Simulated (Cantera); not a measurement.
## Equilibrium for chlorosilane synthesis and conversion: Si + HCl + H2

Charge: 1 mol Si, 3.3 mol HCl, 1.1 mol H2.

Cantera equilibrium calculation (NASA polynomials, part measured and part estimated; ideal gas, pure solids and liquids). Candidate condensed phases: Si; 19 gas species. The tables' values for SiCl3 are old estimates. Kinetics and transport are ignored.

Stable condensed phases:

```
T in °C \ P in Pa
           10000   26000   67000  170000  450000 1200000 3000000
   1427        A       A       A       A       A       A       B
   1327        A       A       A       A       B       B       B
   1227        A       A       B       B       B       B       B
   1127        B       B       B       B       B       B       B
   1027        B       B       B       B       B       B       B
    927        B       B       B       B       B       B       B
    827        B       B       B       B       B       B       B
    727        B       B       B       B       B       B       B
    627        B       B       B       B       B       B       B
    527        B       B       B       B       B       B       B
    427        B       B       B       B       B       B       B
```

A: gas only; B: Si.
